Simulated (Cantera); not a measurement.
**Chlorosilane synthesis and conversion: Si + Cl2 + H2**

Input: 1 mol Si, 0.93 mol Cl2, 3.8 mol H2, equilibrated at 1 atm.

These are equilibrium values from Cantera (NASA tables, ideal gas, pure condensed phases), not measurements of a reactor. Candidate condensed phases: Si; 19 gas species. The tables' values for SiCl3 are old estimates; treat these amounts as uncertain. The numbers say what is thermodynamically allowed, not how fast it happens.

```tsv
T (K)	log p H2	log p SiCl4	log p HCl	log p SiHCl3	log p SiCl2	log p SiCl3	n Si(s)
648	-0.05	-1.14	-4.00	-1.30	-8.19	-6.08	0.478
698	-0.05	-1.13	-3.58	-1.31	-7.27	-5.46	0.479
748	-0.05	-1.13	-3.23	-1.31	-6.46	-4.93	0.480
798	-0.05	-1.13	-2.91	-1.32	-5.76	-4.47	0.482
848	-0.05	-1.13	-2.64	-1.33	-5.15	-4.07	0.483
898	-0.05	-1.13	-2.39	-1.34	-4.61	-3.71	0.486
948	-0.05	-1.13	-2.18	-1.35	-4.12	-3.39	0.489
998	-0.05	-1.13	-1.98	-1.36	-3.69	-3.10	0.493
1048	-0.06	-1.14	-1.81	-1.37	-3.30	-2.85	0.498
1098	-0.06	-1.15	-1.66	-1.39	-2.95	-2.62	0.504
1148	-0.06	-1.17	-1.52	-1.41	-2.63	-2.42	0.511
1198	-0.07	-1.19	-1.39	-1.44	-2.35	-2.24	0.518
1248	-0.07	-1.23	-1.28	-1.47	-2.09	-2.09	0.523
1298	-0.08	-1.28	-1.18	-1.51	-1.87	-1.96	0.526
```
log p: log10 of the partial pressure in bar; n: condensed amount in mol.

From 648 K to 1298 K the condensed part is Si(s). The main Si-bearing gas is SiCl4 throughout. The share of Si in condensed phases is highest at 1298 K (52.6 %) and lowest at 648 K (47.8 %).
